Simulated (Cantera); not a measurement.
Feed: 1 mol HMDSO, 0.64 mol O2, 91 mol N2, at 1302 °C and 26.0 Pa.

Method: chemical equilibrium by Gibbs-energy minimisation in Cantera with the NASA 1993 tables (ideal gas, pure condensed phases). Candidate condensed phases: C, C6H6, C7H8, C8H18, H2O, Si, SiC, SiO2, Si2N2O, Si3N4; 151 gas species. The feed counts by its element totals alone. Rates play no part.

Base state: N2 0.889, H2 0.0873, CO 0.0222, H 0.000762, HCN 0.000487, SiO 5.87e-5, HNC 1.04e-5 (mole fractions); condensed: C(graphite) + SiC(s).

What changes in the equilibrium state with this change: pressure from 26.0 Pa to 7.90 Pa?


| species | before | after |
|---|---|---|
| N2 | 0.889 | 0.889 |
| H2 | 0.0873 | 0.0870 |
| CO | 0.0222 | 0.0222 |
| H | 0.000762 | 0.00138 |
| SiO | 5.87e-5 | 5.87e-5 |
| HNC | 1.04e-5 | 1.03e-5 |
| HCN | 0.000487 | 0.000486 |
| C(graphite), mol | 1.68 | 1.68 |
| SiC(s), mol | 1.99 | 1.99 |
